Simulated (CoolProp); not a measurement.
The fluid at 298.15 K and 0.979 MPa flows at 0.33 m/s in a round tube of 50 mm bore and 1.5 µm roughness, fully developed (64/Re and Nu = 3.66 if laminar; Colebrook and Gnielinski if turbulent). The same conditions are run with several fluids, on thermodynamics alone (safety and materials aside).

Values from CoolProp's reference Helmholtz-energy equation of state of each fluid (CH2F2 (R32): Tillner-Roth 1997; normal hydrogen: Leachman 2009; R13: Platzer 1990; C2F6 (R116): Lemmon 2006; CF4 (R14): Platzer 1990). The equations of Platzer and Polt are older, rougher fits.

Task: Rank CH2F2 (R32), normal hydrogen, R13, C2F6 (R116), CF4 (R14) by Reynolds number, highest first.

Result: C2F6 (R116) (70900), R13 (51700), CF4 (R14) (33600), CH2F2 (R32) (29000), normal hydrogen (1470)

```csv
fluid,Darcy friction factor,pressure drop (Pa/m),heat-transfer coefficient (W/(m² K)),mass flow (kg/h)
CH2F2 (R32),0.0238,0.611,24.9,55.1
normal hydrogen,0.0436,0.0376,13.7,1.85
R13,0.0208,1.03,29.9,106
C2F6 (R116),0.0195,1.30,44.6,143
CF4 (R14),0.0230,0.902,26.6,84.1
```

Transport values come from each fluid's own correlations; those of CH2F2 (R32), R13, C2F6 (R116), CF4 (R14) are estimates that may be off by 10 % or more.
